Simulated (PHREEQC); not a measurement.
1 kg of water holding 0.017 mol MgCl2, 0.1 mol CaCl2, 0.044 mol KCl and 0.11 mol NaCl is evaporated at 30 °C; the solids stay in contact with the brine. The system is closed to CO2. Only these solids could form: Bischofite, Brucite, Carnallite, Halite, Portlandite, Sylvite, MgCl2_4H2O.

Equilibrium calculation in PHREEQC: Pitzer model, pitzer.dat.

```csv
water left (kg),ionic strength,water activity,Halite (mol)
1,0.505,0.990,0
0.6755,0.748,[?],0
0.375,1.35,[?],0
0.2533,[?],0.956,0
0.1407,3.59,0.912,0
0.09502,[?],[?],0
0.06418,[?],0.763,0
0.03564,12.3,[?],0.0669
0.02407,15.9,0.475,0.101
```

Task: Complete the blanks.

Result: 
- 0.6755, water activity: 0.984
- 0.375, water activity: 0.971
- 0.2533, ionic strength: 1.99
- 0.09502, ionic strength: 5.31
- 0.09502, water activity: 0.857
- 0.06418, ionic strength: 7.87
- 0.03564, water activity: 0.609
